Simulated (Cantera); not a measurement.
Feed: 1 mol Fe, 0.4 mol NH3, 2.6 mol H2, at 0.00790 bar.

Equilibrium computed with Cantera from the NASA thermochemical tables; the gas is ideal and each condensed phase is pure. Candidate condensed phases: Fe; 10 gas species. Equilibrium is a limit: real reactors are often held back by kinetics, nucleation or transport.

x: gas mole fraction; n: condensed amount in mol.

```
T (°C)   x H2    x N2       x H    x NH3      x Fe  n Fe(α)  n Fe(γ)
------  -----  ------  --------  -------  --------  -------  -------
550     0.941  0.0588  8.01e-11  4.17e-6    <1e-12     1.00        0
600     0.941  0.0588  5.11e-10  2.65e-6    <1e-12     1.00        0
650     0.941  0.0588   2.67e-9  1.77e-6    <1e-12     1.00        0
700     0.941  0.0588   1.18e-8  1.22e-6    <1e-12     1.00        0
750     0.941  0.0588   4.52e-8  8.77e-7  5.67e-12     1.00        0
800     0.941  0.0588   1.53e-7  6.48e-7  5.25e-11     1.00        0
850     0.941  0.0588   4.65e-7  4.91e-7  3.94e-10     1.00        0
900     0.941  0.0588   1.29e-6  3.80e-7   2.48e-9     1.00        0
950     0.941  0.0588       [?]      [?]       [?]        0     1.00
1000    0.941  0.0588   7.78e-6  2.42e-7   6.30e-8        0     1.00
1050    0.941  0.0588       [?]      [?]       [?]        0    1.000
1100    0.941  0.0588   3.63e-5  1.65e-7   9.88e-7        0    1.000
1150    0.941  0.0588   7.25e-5  1.38e-7   3.37e-6        0    1.000
```

Question: What belongs in the gaps?

Answer: 
- 950, x H: 3.28e-6
- 950, x NH3: 3.01e-7
- 950, x Fe: 1.34e-8
- 1050, x H: 1.73e-5
- 1050, x NH3: 1.98e-7
- 1050, x Fe: 2.63e-7
